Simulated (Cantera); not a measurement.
An isothermal, constant-pressure homogeneous reactor starts with N₂O : N₂ = 1 : 1.3 (molar parts), at 1325 K and 975 Torr. Integrator tolerance rtol = 1e-08.

Detailed kinetics in Cantera: GRI-Mech 3.0 (53 species, 325 reactions). GRI-Mech 3.0 was tuned for natural gas; its chemistry of N2O as a main component is partial and can be far from experiment. The mechanism lacks the step 2 NO + O2 → 2 NO2, which can matter for NO2 below about 1400 K. The temperature is held fixed by assumption; the heat of reaction is taken as removed at once.

What does this change do: pressure from 975 Torr to 5.03 Torr?


| quantity | before | after |
|---|---|---|
| x(N₂O) at 10.0 s | 5.17e-7 (gas-phase equilibrium 3.35e-8) | 0.287 (gas-phase equilibrium 2.40e-9) |
| x(O₂) at 10.0 s | 0.158 (gas-phase equilibrium 0.178) | 0.0509 (gas-phase equilibrium 0.178) |
| x(NO₂) at 10.0 s | 0.000397 (gas-phase equilibrium 4.51e-6) | 1.63e-6 (gas-phase equilibrium 3.24e-7) |
| x(O) at 10.0 s | 9.66e-8 (gas-phase equilibrium 1.03e-7) | 1.05e-5 (gas-phase equilibrium 1.43e-6) |
| x(NO) at 10.0 s | 0.0411 (gas-phase equilibrium 0.000439) | 0.0194 (gas-phase equilibrium 0.000439) |
| x(N₂) at 10.0 s | 0.801 (gas-phase equilibrium 0.821) | 0.642 (gas-phase equilibrium 0.821) |
Radical loss at walls, strong at low pressure, is not modelled.

What does this change do: N2O 1 to 0.44 parts?


```tsv
quantity	before	after
x(N₂O) at 10.0 s	5.17e-7 (gas-phase equilibrium 3.35e-8)	2.20e-7 (gas-phase equilibrium 2.87e-8)
x(O₂) at 10.0 s	0.158 (gas-phase equilibrium 0.178)	0.0991 (gas-phase equilibrium 0.112)
x(NO₂) at 10.0 s	0.000397 (gas-phase equilibrium 4.51e-6)	0.000198 (gas-phase equilibrium 2.95e-6)
x(O) at 10.0 s	9.66e-8 (gas-phase equilibrium 1.03e-7)	7.66e-8 (gas-phase equilibrium 8.14e-8)
x(NO) at 10.0 s	0.0411 (gas-phase equilibrium 0.000439)	0.0259 (gas-phase equilibrium 0.000362)
x(N₂) at 10.0 s	0.801 (gas-phase equilibrium 0.821)	0.875 (gas-phase equilibrium 0.888)
```
